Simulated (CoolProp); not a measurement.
Properties of propane along the isobar 4680 kPa.

Model: reference Helmholtz-energy equation of state, Lemmon 2009, in CoolProp.

```
T (K)   phase  density (kg/m³)  speed of sound (m/s)  expansivity (1/kK)  conductivity (mW/(m K))  Prandtl number
-----  ------  ---------------  --------------------  ------------------  -----------------------  --------------
207.5  liquid            611.3                  1350               1.724                      146            3.97
217.3  liquid            600.9                  1288               1.785                      141            3.73
227.1  liquid            590.3                  1226               1.854                      135            3.53
236.8  liquid            579.5                  1166               1.932                      129            3.37
246.6  liquid            568.4                  1105               2.023                      124            3.23
256.4  liquid            557.0                  1044               2.129                      119            3.11
266.2  liquid            545.2                 983.9               2.254                      113            3.02
276    liquid            532.9                 923.4               2.401                      108            2.94
285.8  liquid            520.0                 862.8               2.579                      104            2.87
295.6  liquid            506.5                 801.8               2.797                     99.0            2.81
305.4  liquid            492.2                 740.1               3.071                     94.5            2.76
315.1  liquid            477.0                 678.0               3.422                     90.2            2.72
324.9  liquid            460.2                 613.7               3.900                     86.0            2.69
334.7  liquid            441.6                 546.7               4.587                     81.9            2.67
```

Viscosity comes from a separate model (Vogel 1998). Thermal conductivity comes from a separate model (Marsh 2002).
